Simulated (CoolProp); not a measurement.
A closed Brayton cycle with dry air: compressor inlet 332.15 K and 6.5 MPa, high pressure 12.1 MPa, turbine inlet 750 K, compressor efficiency 0.8, turbine efficiency 0.93, recuperator effectiveness 0.95 (on enthalpy, no pinch check). Each further row changes one setting.

The numbers come from the reference Helmholtz-energy equation of state, Lemmon 2000 in CoolProp. It is a pseudo-pure fit of the blend.

```tsv
case	thermal efficiency (%)	net work (kJ/kg)	compressor to turbine work	compressor exit (K)	turbine exit (K)
as stated	26.6	35.8	0.70	413.2	642.7
turbine inlet 700 K	22.4	27.9	0.75	413.2	598.7
compressor inlet 342.15 K	24.8	?	?	?	642.7
high pressure 10.3 MPa	27.8	?	0.67	390.8	669.1
recuperator effectiveness 0.5	14.6	35.8	0.70	413.2	642.7
```

**Question.** Some entries are withheld; supply them.

**Answer.** 
- compressor inlet 342.15 K, net work (kJ/kg): 33.2
- compressor inlet 342.15 K, compressor to turbine work: 0.72
- compressor inlet 342.15 K, compressor exit (K): 425.6
- high pressure 10.3 MPa, net work (kJ/kg): 29.9
